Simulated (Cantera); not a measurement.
What does this Cantera script print?

```python
import numpy as np
import cantera as ct

gas = ct.Solution("gri30.yaml")
gas.TPX = 650, 290000, {'CH4': 1, 'O2': 1.54, 'N2': 5.78}
flame = ct.FreeFlame(gas, width=0.019)
flame.set_refine_criteria(ratio=3, slope=0.08, curve=0.16)
flame.transport_model = "mixture-averaged"
flame.solve(loglevel=0, auto=True)
flame.transport_model = "multicomponent"
flame.soret_enabled = False
flame.solve(loglevel=0, refine_grid=True)
z, T = flame.grid, flame.T
thick = (T[-1] - T[0]) / np.gradient(T, z).max()
show = ['CH4', 'O2', 'NO', 'C2H', 'CH3', 'CO2']
print(f"laminar burning velocity  {flame.velocity[0] * 100:.3f} cm/s")
print(f"burnt temperature         {T[-1]:.1f} K")
print(f"thermal thickness         {thick * 1e3:.4f} mm")
print(f"grid points               {len(z)}")
z0 = z[flame.heat_release_rate.argmax()]
print(f"{'z/mm':>9s}{'T/K':>9s}{'u/(m/s)':>9s}" + "".join(f"{s:>11s}" for s in show))
rows = []
for k in (-3, -2, -1.5, -1, -0.5, -0.25, 0, 0.25, 0.5, 1, 2, 4, 8):
    zz = z0 + k * thick
    rows.append([k * thick, np.interp(zz, z, T), np.interp(zz, z, flame.velocity),
                 *(np.interp(zz, z, flame.X[gas.species_index(s)]) for s in show)])
    print(f"{rows[-1][0] * 1e3:9.3f}{rows[-1][1]:9.1f}{rows[-1][2]:9.3f}" + "".join(f"{x:11.3e}" for x in rows[-1][3:]))
```

Output:

```
laminar burning velocity  81.156 cm/s
burnt temperature         2308.2 K
thermal thickness         0.1711 mm
grid points               146
     z/mm      T/K  u/(m/s)        CH4         O2         NO        C2H        CH3        CO2
   -0.513    650.6    0.814  1.198e-01  1.845e-01  3.186e-09 -3.676e-19  3.631e-08  7.345e-07
   -0.342    655.6    0.824  1.190e-01  1.834e-01  3.188e-08  7.320e-18  3.273e-07  9.889e-06
   -0.257    675.1    0.853  1.171e-01  1.812e-01  1.672e-07  1.154e-16  1.655e-06  6.674e-05
   -0.171    783.5    1.001  1.086e-01  1.716e-01  1.274e-06  1.196e-14  1.703e-05  6.470e-04
   -0.086   1226.7    1.599  7.357e-02  1.295e-01  9.612e-06  3.230e-10  5.132e-04  5.496e-03
   -0.043   1619.8    2.137  3.992e-02  8.533e-02  2.054e-05  5.112e-08  2.451e-03  1.276e-02
    0.000   1980.0    2.639  1.063e-02  3.812e-02  3.893e-05  1.378e-06  3.450e-03  2.370e-02
    0.043   2151.4    2.872  1.304e-03  1.223e-02  6.742e-05  2.147e-06  1.023e-03  3.440e-02
    0.086   2201.0    2.931  1.241e-04  3.906e-03  9.462e-05  5.836e-07  1.389e-04  4.187e-02
    0.171   2229.7    2.960  1.858e-06  9.714e-04  1.215e-04  1.946e-08  2.424e-06  4.800e-02
    0.342   2255.7    2.988  5.017e-09  4.597e-04  1.355e-04  8.498e-11  6.560e-09  4.985e-02
    0.684   2279.6    3.016  1.094e-11  2.257e-04  1.410e-04  1.467e-13  1.229e-11  4.992e-02
    1.369   2296.8    3.037  8.850e-13  9.478e-05  1.438e-04  1.337e-16  7.580e-13  4.985e-02
```

Cantera simulation using GRI-Mech 3.0 (53 species, 325 reactions); the numbers are that mechanism's predictions, not measurements. Burning velocities carry a grid error of a few per cent, more on coarse grids.
